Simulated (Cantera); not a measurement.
Charge: 1 mol PH₃, 3.7 mol O₂, 0.67 mol N₂, equilibrated at 2975 °C and 1 atm.

These are equilibrium values from Cantera (NASA tables, ideal gas, pure condensed phases), not measurements of a reactor. Candidate condensed phases: H₂O, P, P₄O₁₀; 32 gas species. Gases not in the tables: HPO₂, HPO₃ and P₄O₆. Rates play no part.

Base state: O₂ 0.261, H₂O 0.140, PO₂ 0.129, O 0.126, OH 0.108, N₂ 0.0976, H 0.0515, PO 0.0350 (mole fractions); condensed: gas only.

Question: What changes in the equilibrium state with this change: PH₃ replaced by S?

Answer: 
| species | before | after |
|---|---|---|
| O₂ | 0.261 | 0.470 |
| O | 0.126 | 0.169 |
| SO₂ | 0 | 0.165 |
| H₂O | 0.140 | 0 |
| PO₂ | 0.129 | 0 |
| OH | 0.108 | 0 |
| H | 0.0515 | 0 |
| SO | 0 | 0.0377 |
| PO | 0.0350 | 0 |
| H₂ | 0.0264 | 0 |
| NO | 0.0247 | 0.0366 |
| N₂ | 0.0976 | 0.119 |
| S | 0 | 0.00167 |
| HO₂ | 9.01e-5 | 0 |
| SO₃ | 0 | 7.74e-5 |
| P | 5.44e-5 | 0 |
| S₂ | 0 | 1.16e-5 |
Further candidate phases: S.

Question: What changes in the equilibrium state with this change: temperature from 2975 °C to 2575 °C?

Answer: 
| species | before | after |
|---|---|---|
| O₂ | 0.261 | 0.330 |
| H₂O | 0.140 | 0.231 |
| PO₂ | 0.129 | 0.175 |
| O | 0.126 | 0.0373 |
| H | 0.0515 | 0.00980 |
| PO | 0.0350 | 0.00973 |
| H₂ | 0.0264 | 0.0104 |
| OH | 0.108 | 0.0636 |
| NO | 0.0247 | 0.0188 |
| N₂ | 0.0976 | 0.115 |
| P | 5.44e-5 | 2.13e-6 |
| N | 1.89e-5 | 1.67e-6 |
| HO₂ | 9.01e-5 | 6.79e-5 |
| NO₂ | 1.38e-5 | 1.54e-5 |
